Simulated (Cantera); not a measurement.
A Cantera script and what it prints.

```python
import numpy as np
import cantera as ct

gas_names = """
    CL CL2 H HCL H2 Si SiCL SiCL2 SiCL3 SiCL4 SiH SiHCL3 SiH2 SiH2CL2 SiH3 SiH3CL SiH4 Si2 Si3
""".split()
cond_names = """
    Si(cr) Si(L)
""".split()


# ... load() reads the species with a 1 bar reference pressure and builds the phases ...
atoms = {
    'Si': {'Si': 1},
    'Cl2': {'CL': 2},
    'H2': {'H': 2},
}
top_T = {}  # K; cautious upper limits of use, not melting points


# ... equilibrate(T, P, feed) seeds the gas with the atoms and calls Mixture.equilibrate('TP', solver="vcs", rtol=1e-11, max_steps=5000) ...
results = []
feed = {'Si': 1, 'Cl2': 0.55, 'H2': 15}  # mol
T = 973  # K
P = 1100000  # Pa
mix = equilibrate(T, P, feed)
results.append((T, P, feed, dict(zip(mix.species_names, mix.species_moles))))
x = sorted(zip(gas.X, gas.species_names), reverse=True)
print(f"T = {T:g} K  P = {P:g} Pa  gas = {mix.phase_moles(0):.4g} mol")
print("   x: " + "  ".join(f"{s} {v:.3e}" for v, s in x if v > 1e-06))
print("   condensed (mol): " + ("  ".join(f"{mix.phase(i).name} {mix.phase_moles(i):.4g}"
      for i in range(1, mix.n_phases) if mix.phase_moles(i) > 1e-12) or "none"))
```

Result:

```
T = 973 K  P = 1.1e+06 Pa  gas = 15.21 mol
   x: H2 9.751e-01  SiHCL3 1.303e-02  SiCL4 6.133e-03  SiH2CL2 2.891e-03  HCL 2.580e-03  SiH3CL 1.619e-04  SiCL3 4.843e-05  SiCL2 1.097e-05  SiH4 3.987e-06
   condensed (mol): Si(cr) 0.6611
```

Equilibrium computed with Cantera from the NASA thermochemical tables; the gas is ideal and each condensed phase is pure. The tables' values for SiCl3 are old estimates; treat these amounts as uncertain.
